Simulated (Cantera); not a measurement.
A perfectly stirred reactor is fed with H₂ : O₂ : N₂ = 1.7 : 1 : 0.6 (molar parts), equivalence ratio 0.85, at 100.0 Torr; it is held at 1175 K, and followed from long to short residence time.

Computed with Cantera and the H2/O2 subset of GRI-Mech 3.0, which has no nitrogen chemistry. The temperature is held fixed by assumption; the heat of reaction is taken as removed at once.

**Question.** Predict: x(H₂) at τ = 20.0 s; x(O₂) at τ = 20.0 s; x(H₂O) at τ = 20.0 s; x(HO₂) at τ = 20.0 s; x(H) at τ = 20.0 s; x(H₂) at τ = 57.0 ms; x(O₂) at τ = 57.0 ms; x(H₂O) at τ = 57.0 ms; x(HO₂) at τ = 57.0 ms; x(H) at τ = 57.0 ms.

**Answer.** x(H₂) at τ = 20.0 s: 0.000149
x(O₂) at τ = 20.0 s: 0.0612
x(H₂O) at τ = 20.0 s: 0.694
x(HO₂) at τ = 20.0 s: 2.61e-6
x(H) at τ = 20.0 s: 3.83e-6
x(H₂) at τ = 57.0 ms: 0.00671
x(O₂) at τ = 57.0 ms: 0.0639
x(H₂O) at τ = 57.0 ms: 0.682
x(HO₂) at τ = 57.0 ms: 2.52e-5
x(H) at τ = 57.0 ms: 0.00129
